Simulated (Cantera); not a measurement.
# CH3SiH3 + C3H8 + H2 (silicon carbide growth)

Feed: 1 mol CH3SiH3, 0.015 mol C3H8, 16 mol H2, held at 65000 Pa.

These are equilibrium values from Cantera (NASA tables, ideal gas, pure condensed phases), not measurements of a reactor. Candidate condensed phases: C, C6H6, C7H8, C8H18, Si, SiC; 87 gas species. The feed counts by its element totals alone. Kinetics and transport are ignored.

From 825 °C to 1125 °C the condensed part is SiC(s). At 1175 °C the condensed part is C(graphite) + SiC(s).

```json
[
 {"T (°C)": "825", "x H2": "0.998", "x CH4": "0.00237", "x H": "3.06e-8", "x C2H2 (acetylene)": "1.27e-10", "x C2H4": "5.75e-9", "x CH3": "1.33e-9", "x C2H6": "2.18e-9", "x SiH2": "1.07e-11", "n SiC(s)": "1.00", "n C(graphite)": "0"},
 {"T (°C)": "875", "x H2": "0.998", "x CH4": "0.00237", "x H": "8.88e-8", "x C2H2 (acetylene)": "8.76e-10", "x C2H4": "1.62e-8", "x CH3": "3.94e-9", "x C2H6": "3.09e-9", "x SiH2": "3.12e-11", "n SiC(s)": "1.00", "n C(graphite)": "0"},
 {"T (°C)": "925", "x H2": "0.998", "x CH4": "0.00237", "x H": "2.36e-7", "x C2H2 (acetylene)": "5.13e-9", "x C2H4": "4.19e-8", "x CH3": "1.06e-8", "x C2H6": "4.27e-9", "x SiH2": "8.31e-11", "n SiC(s)": "1.00", "n C(graphite)": "0"},
 {"T (°C)": "975", "x H2": "0.998", "x CH4": "0.00237", "x H": "5.79e-7", "x C2H2 (acetylene)": "2.61e-8", "x C2H4": "1.00e-7", "x CH3": "2.66e-8", "x C2H6": "5.75e-9", "x SiH2": "2.05e-10", "n SiC(s)": "1.00", "n C(graphite)": "0"},
 {"T (°C)": "1025", "x H2": "0.998", "x CH4": "0.00237", "x H": "1.33e-6", "x C2H2 (acetylene)": "1.17e-7", "x C2H4": "2.25e-7", "x CH3": "6.18e-8", "x C2H6": "7.57e-9", "x SiH2": "4.70e-10", "n SiC(s)": "1.00", "n C(graphite)": "0"},
 {"T (°C)": "1075", "x H2": "0.998", "x CH4": "0.00236", "x H": "2.87e-6", "x C2H2 (acetylene)": "4.71e-7", "x C2H4": "4.73e-7", "x CH3": "1.35e-7", "x C2H6": "9.75e-9", "x SiH2": "1.02e-9", "n SiC(s)": "1.00", "n C(graphite)": "0"},
 {"T (°C)": "1125", "x H2": "0.998", "x CH4": "0.00236", "x H": "5.86e-6", "x C2H2 (acetylene)": "1.71e-6", "x C2H4": "9.43e-7", "x CH3": "2.78e-7", "x C2H6": "1.23e-8", "x SiH2": "2.08e-9", "n SiC(s)": "1.00", "n C(graphite)": "0"},
 {"T (°C)": "1175", "x H2": "0.998", "x CH4": "0.00216", "x H": "1.14e-5", "x C2H2 (acetylene)": "4.74e-6", "x C2H4": "1.50e-6", "x CH3": "4.98e-7", "x C2H6": "1.28e-8", "x SiH2": "4.41e-9", "n SiC(s)": "1.00", "n C(graphite)": "0.00369"}
]
```
x: gas mole fraction; n: condensed amount in mol.
